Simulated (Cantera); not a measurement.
Charge: 1 mol BN, 2.6 mol NF3, 6.8 mol N2, equilibrated at 100000 Pa.

Equilibrium computed with Cantera from the NASA thermochemical tables; the gas is ideal and each condensed phase is pure. Candidate condensed phases: B, BN; 13 gas species. Equilibrium is a limit: real reactors are often held back by kinetics, nucleation or transport.

x: gas mole fraction; nothing condenses.

| T (K) | x N2 | x F | x F2 | x BF3 | x NF3 | x NF2 | x NF |
|---|---|---|---|---|---|---|---|
| 1148 | 0.673 | 0.124 | 0.123 | 0.0783 | 0.00197 | 7.07e-6 | 5.06e-11 |
| 1198 | 0.659 | 0.162 | 0.102 | 0.0767 | 0.000839 | 6.74e-6 | 1.27e-10 |
| 1248 | 0.645 | 0.200 | 0.0796 | 0.0750 | 0.000344 | … | 2.84e-10 |
| 1298 | 0.633 | 0.234 | 0.0591 | 0.0736 | 0.000136 | … | 5.79e-10 |
| 1348 | 0.622 | 0.263 | 0.0421 | 0.0724 | 5.26e-5 | … | 1.08e-9 |
| 1398 | 0.615 | 0.285 | 0.0290 | 0.0715 | 2.00e-5 | … | 1.88e-9 |
| 1448 | 0.609 | 0.301 | 0.0197 | 0.0708 | 7.66e-6 | … | 3.10e-9 |
| 1498 | 0.605 | 0.311 | 0.0133 | 0.0704 | 2.99e-6 | … | 4.85e-9 |
| 1548 | 0.603 | 0.318 | 0.00900 | 0.0701 | 1.21e-6 | … | 7.32e-9 |

Task: Some entries are withheld; supply them.

Result: 
- 1248, x NF2: 6.00e-6
- 1298, x NF2: 5.03e-6
- 1348, x NF2: 4.00e-6
- 1398, x NF2: 3.07e-6
- 1448, x NF2: 2.30e-6
- 1498, x NF2: 1.71e-6
- 1548, x NF2: 1.27e-6
